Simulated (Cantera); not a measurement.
## Diamond growth

A diamond (100) surface in a fixed gas of H2 with x(CH4) = 0.0048, x(H) = 0.036, at 1275 K, 0.200 bar; coverages are run to steady state.

Cantera simulation using the Harris–Goodwin 1993 mechanism for the reconstructed diamond (100) surface; the numbers are that mechanism's predictions, not measurements.

```csv
x(CH3),growth (µm/h),θ c6HH,θ c6H*,θ c6*H,θ c6**,θ c6HM
1e-06,0.207,0.390,0.0481,0.518,0.0433,4.29e-6
2.1e-06,0.435,0.390,0.0481,0.518,0.0433,9.00e-6
4.5e-06,0.932,0.390,0.0481,0.518,0.0433,1.93e-5
9.5e-06,1.97,0.390,0.0481,0.518,0.0433,4.07e-5
2e-05,4.14,0.390,0.0481,0.518,0.0433,8.57e-5
4.3e-05,8.90,0.390,0.0481,0.518,0.0433,0.000184
9.1e-05,18.8,0.390,0.0481,0.518,0.0432,0.000390
0.00019,39.2,0.390,0.0481,0.517,0.0432,0.000813
0.00041,84.5,0.389,0.0480,0.516,0.0430,0.00175
```
θ: site fractions in the mechanism's names (c6HH fully hydrogenated, c6H* and c6*H radical sites, c6** diradical, c6HM methylated).
